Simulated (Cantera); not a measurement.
Cantera run, input and output.

```python
import numpy as np
import cantera as ct

gas = ct.Solution("gri30.yaml")
gas.TPX = 700, 101325, {'CO': 1, 'H2': 0.057, 'O2': 0.911, 'N2': 3.43}
inlet = ct.Reservoir(gas, clone=True)
gas.equilibrate("HP")  # start burning
reactor = ct.IdealGasConstPressureReactor(gas, energy="on", clone=False)
exhaust = ct.Reservoir(gas, clone=True)
tau = [0.19, 0.066, 0.024, 0.0084, 0.003, 0.0011, 0.00039, 0.00014, 4.9e-05][0]
for a, b in ((inlet, reactor), (reactor, exhaust)):
    ct.MassFlowController(a, b, mdot=lambda t: reactor.mass / tau)
net = ct.ReactorNet([reactor])
show = ['CO', 'H2', 'O2', 'HO2', 'H', 'CO2']

rows = []
print(f"{'tau/s':>10s}{'T/K':>9s}" + "".join(f"{s:>11s}" for s in show))
for tau in [0.19, 0.066, 0.024, 0.0084, 0.003, 0.0011, 0.00039, 0.00014, 4.9e-05]:
    net.initial_time = 0.0
    net.advance(30 * tau)
    before = gas.X
    net.advance(40 * tau)
    drift = np.max(np.abs(gas.X - before) / (gas.X + 1e-9))
    rows.append([gas.T, *gas[show].X, drift])
    print(f"{tau:10.3e}{gas.T:9.1f}" + "".join(f"{x:11.3e}" for x in gas[show].X))
```

Output:

```
     tau/s      T/K         CO         H2         O2        HO2          H        CO2
 1.900e-01   2184.9  6.734e-03  6.855e-05  7.883e-02  9.766e-07  7.292e-05  1.977e-01
 6.600e-02   2157.4  1.031e-02  1.050e-04  8.076e-02  1.144e-06  1.452e-04  1.937e-01
 2.400e-02   2105.4  1.648e-02  1.707e-04  8.334e-02  1.677e-06  3.285e-04  1.867e-01
 8.400e-03   2022.4  2.560e-02  2.731e-04  8.659e-02  2.980e-06  7.588e-04  1.763e-01
 3.000e-03   1912.3  3.672e-02  4.012e-04  9.010e-02  5.347e-06  1.604e-03  1.635e-01
 1.100e-03   1774.1  4.993e-02  5.327e-04  9.423e-02  9.007e-06  3.020e-03  1.482e-01
 3.900e-04   1576.0  7.188e-02  6.443e-04  1.034e-01  1.563e-05  4.599e-03  1.235e-01
 1.400e-04    700.0  1.853e-01  1.056e-02  1.688e-01  1.131e-13  2.072e-15  3.392e-13
 4.900e-05    700.0  1.853e-01  1.056e-02  1.688e-01  2.069e-14  1.068e-15  1.009e-13
```

Computed with Cantera and GRI-Mech 3.0 (53 species, 325 reactions).
